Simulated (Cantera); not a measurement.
Input: 1 mol SiCl₄, 5.3 mol H₂, equilibrated at 1025 K and 6.70 bar.

These are equilibrium values from Cantera (NASA tables, ideal gas, pure condensed phases), not measurements of a reactor. Candidate condensed phases: Si; 19 gas species. The tables' values for SiCl₃ are old estimates; treat these amounts as uncertain. Rates play no part.

Base state: H₂ 0.810, SiCl₄ 0.129, HCl 0.0308, SiHCl₃ 0.0290, SiH₂Cl₂ 0.000728, SiCl₃ 0.000297, SiCl₂ 1.43e-5 (mole fractions); condensed: gas only.

### Question
What changes in the equilibrium state with this change: temperature from 1025 K to 1373 K?

### Answer
```
species    before    after
-------  --------  -------
H₂          0.810    0.759
SiCl₄       0.129   0.0844
HCl        0.0308   0.0842
SiCl₃    0.000297   0.0120
SiHCl₃     0.0290   0.0482
SiCl₂     1.43e-5  0.00783
SiH₃Cl    4.70e-6  9.81e-5
SiH₂Cl₂  0.000728  0.00406
```
